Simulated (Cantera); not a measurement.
Input (Python, Cantera) and output of one run.

```python
import numpy as np
import cantera as ct

gas_names = [...]  # 47 gases of nasa_gas.yaml made of Ca, F, H, N, O
cond_names = """
    Ca(a) Ca(b) Ca(L) CaF2(a) CaF2(b) CaF2(L) CaO(s) CaO(L) CaO2H2(s) H2O(s) H2O(L)
""".split()


# ... load() reads the species with a 1 bar reference pressure and builds the phases ...
atoms = {
    'CaF2': {'Ca': 1, 'F': 2},
    'H2O': {'H': 2, 'O': 1},
    'N2': {'N': 2},
}
top_T = {}  # K; cautious upper limits of use, not melting points


# ... equilibrate(T, P, feed) seeds the gas with the atoms and calls Mixture.equilibrate('TP', solver="vcs", rtol=1e-11, max_steps=5000) ...
results = []
feed = {'CaF2': 1, 'H2O': 0.12, 'N2': 100}  # mol
P = 160  # Pa
for T in [1075, 1150, 1225, 1300, 1375, 1450, 1525, 1600]:
    mix = equilibrate(T, P, feed)
    results.append((T, P, feed, dict(zip(mix.species_names, mix.species_moles))))
    x = sorted(zip(gas.X, gas.species_names), reverse=True)
    print(f"T = {T:g} K  P = {P:g} Pa  gas = {mix.phase_moles(0):.4g} mol")
    print("   x: " + "  ".join(f"{s} {v:.3e}" for v, s in x if v > 0.0001))
    print("   condensed (mol): " + ("  ".join(f"{mix.phase(i).name} {mix.phase_moles(i):.4g}"
          for i in range(1, mix.n_phases) if mix.phase_moles(i) > 1e-12) or "none"))
```

Output:

```
T = 1075 K  P = 160 Pa  gas = 100.1 mol
   x: N2 9.987e-01  H2O 1.116e-03  HF 1.641e-04
   condensed (mol): CaF2(a) 0.9918  CaO(s) 0.008215
T = 1150 K  P = 160 Pa  gas = 100.1 mol
   x: N2 9.986e-01  H2O 9.842e-04  HF 4.275e-04
   condensed (mol): CaF2(a) 0.9786  CaO(s) 0.0214
T = 1225 K  P = 160 Pa  gas = 100.2 mol
   x: N2 9.983e-01  HF 9.055e-04  H2O 7.444e-04
   condensed (mol): CaF2(a) 0.9546  CaO(s) 0.04535
T = 1300 K  P = 160 Pa  gas = 100.2 mol
   x: N2 9.980e-01  HF 1.517e-03  H2O 4.374e-04
   condensed (mol): CaF2(a) 0.9231  CaO(s) 0.07602
T = 1375 K  P = 160 Pa  gas = 100.2 mol
   x: N2 9.977e-01  HF 2.007e-03  H2O 1.917e-04
   condensed (mol): CaF2(a) 0.8922  CaO(s) 0.1006
T = 1450 K  P = 160 Pa  gas = 100.3 mol
   x: N2 9.972e-01  HF 2.246e-03  CaF2 4.520e-04
   condensed (mol): CaF2(b) 0.842  CaO(s) 0.1126
T = 1525 K  P = 160 Pa  gas = 100.5 mol
   x: N2 9.953e-01  HF 2.330e-03  CaF2 2.298e-03
   condensed (mol): CaF2(b) 0.652  CaO(s) 0.117
T = 1600 K  P = 160 Pa  gas = 101.1 mol
   x: N2 9.889e-01  CaF2 8.716e-03  HF 2.343e-03
   condensed (mol): CaO(s) 0.1183
```

Equilibrium computed with Cantera from the NASA thermochemical tables; the gas is ideal and each condensed phase is pure. Mutual solubility and eutectic melting of coexisting phases are not modelled.
